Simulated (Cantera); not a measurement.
Cantera run, input and output.

```python
import numpy as np
import cantera as ct

gas = ct.Solution("gri30.yaml")
gas.TPX = 1800, 1000000, {'CH3OH': 1, 'O2': 1.25, 'N2': 4.7, 'H2O': 0.36}
reactor = ct.IdealGasReactor(gas, energy="on", clone=False)
net = ct.ReactorNet([reactor])
net.rtol, net.atol = 1e-08, 1e-16
show = ['CH3OH', 'O2', 'H2O', 'H2', 'C2H4']
times = np.geomspace(1e-06, 0.2, 10)

steps = ct.SolutionArray(gas, extra=["t"])
rows = []
print(f"{'t/s':>10s}{'T/K':>9s}{'P/Pa':>11s}" + "".join(f"{s:>11s}" for s in show))
for t in times:
    while net.time < t:
        t_next = net.step()
        steps.append(gas.state, t=t_next)
    rows.append([np.interp(t, steps.t, y) for y in (steps.T, steps.P, *steps(*show).X.T)])
    print(f"{t:10.3e}{rows[-1][0]:9.1f}{rows[-1][1]:11.4g}" + "".join(f"{x:11.3e}" for x in rows[-1][2:]))
rate = np.gradient(steps.T, steps.t)
print("integrator steps:", len(steps.t))
if steps.T.max() > steps.T[0] + 200:
    print(f"time of steepest temperature rise: {steps.t[rate.argmax()]:.4e} s")
gas.TPX = 1800, 1000000, {'CH3OH': 1, 'O2': 1.25, 'N2': 4.7, 'H2O': 0.36}
gas.equilibrate("UV")
print(f"equilibrium (UV): T = {gas.T:.1f} K  " + "  ".join(f"{s} {gas[s].X[0]:.3e}" for s in show))
```

Result:

```
       t/s      T/K       P/Pa      CH3OH         O2        H2O         H2       C2H4
 1.000e-06   1820.6  1.022e+06  1.207e-01  1.620e-01  5.699e-02  5.909e-03  2.732e-06
 3.882e-06   3159.8  2.016e+06  1.979e-13  1.401e-02  2.255e-01  3.579e-02  4.310e-19
 1.507e-05   3172.9  2.021e+06  2.095e-13  1.223e-02  2.271e-01  3.576e-02  5.194e-19
 5.848e-05   3159.4  2.012e+06  2.233e-13  1.075e-02  2.271e-01  3.666e-02  5.916e-19
 2.270e-04   3157.7  2.011e+06  2.251e-13  1.057e-02  2.271e-01  3.678e-02  6.012e-19
 8.811e-04   3157.7  2.011e+06  2.251e-13  1.057e-02  2.271e-01  3.678e-02  6.012e-19
 3.420e-03   3157.7  2.011e+06  2.251e-13  1.057e-02  2.271e-01  3.678e-02  6.012e-19
 1.327e-02   3157.7  2.011e+06  2.251e-13  1.057e-02  2.271e-01  3.678e-02  6.012e-19
 5.153e-02   3157.7  2.011e+06  2.251e-13  1.057e-02  2.271e-01  3.678e-02  6.012e-19
 2.000e-01   3157.7  2.011e+06  2.251e-13  1.057e-02  2.271e-01  3.678e-02  6.012e-19
integrator steps: 1643
time of steepest temperature rise: 2.1170e-06 s
equilibrium (UV): T = 3157.7 K  CH3OH 2.354e-13  O2 1.057e-02  H2O 2.271e-01  H2 3.678e-02  C2H4 6.462e-19
```

Cantera simulation using GRI-Mech 3.0 (53 species, 325 reactions); the numbers are that mechanism's predictions, not measurements. GRI-Mech 3.0 was tuned for natural gas; its chemistry of methanol as a main component is partial and can be far from experiment. Above 3000 K some thermodynamic fits are extrapolated.
